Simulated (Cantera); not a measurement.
**Diamond growth**

A diamond (100) surface in a fixed gas of H2 with x(CH4) = 0.013, x(H) = 0.0059, x(CH3) = 0.00017, 105 Torr; coverages are run to steady state.

Computed with Cantera and the Harris–Goodwin 1993 mechanism for the reconstructed diamond (100) surface.

```
T (K)  growth (µm/h)  θ c6HH  θ c6H*  θ c6*H   θ c6**    θ c6HM
-----  -------------  ------  ------  ------  -------  --------
950             9.60   0.628  0.0139   0.327  0.00649    0.0189
1025            13.5   0.564  0.0203   0.385   0.0112    0.0136
1100            16.7   0.506  0.0276   0.435   0.0177   0.00933
1175            16.1   0.454  0.0355   0.475   0.0261   0.00528
1250            11.4   0.410  0.0437   0.507   0.0359   0.00210
1325            7.61   0.371  0.0517   0.528   0.0468  0.000633
1400            6.45   0.339  0.0594   0.542   0.0583  0.000174
```
θ: site fractions in the mechanism's names (c6HH fully hydrogenated, c6H* and c6*H radical sites, c6** diradical, c6HM methylated).
